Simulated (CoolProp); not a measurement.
The numbers come from the reference Helmholtz-energy equation of state, Smukala 2000 in CoolProp.

**Question.** For ethylene, give the phase and the density (kg/m³), cp (kJ/(kg K)), isothermal compressibility (1/MPa), expansivity (1/kK) at 40.35 °C and 1.58 MPa.

**Answer.** 
- 40.35 °C and 1.58 MPa: gas; density 18.5, cp 1.74, isothermal compressibility 0.691, expansivity 4.14
